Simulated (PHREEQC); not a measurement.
Consider water at 20 °C with 0.0017 mol/kgw TMAH, 6.8e-06 mol/kgw NaAlO2 and 0.062 mol/kgw Na2CO3. Closed to the air; pH follows from the charge balance.

Equilibrium calculation in PHREEQC: ion-association model, wateq4f.dat.

This is a speciation only: nothing precipitates in the calculation.

Question: Order these C species by the share of C that they hold, largest first: HCO3-, CO3-2, NaCO3-.

Answer: CO3-2 (65 %), NaCO3- (33 %), HCO3- (2.1 %)

The pH is 11.52 and the ionic strength 0.145 mol/kgw. Complexes and solids missing from the database can't appear. (CH3)4N+ isn't in the database: it is added as a free cation with an ion size of 4 Å.
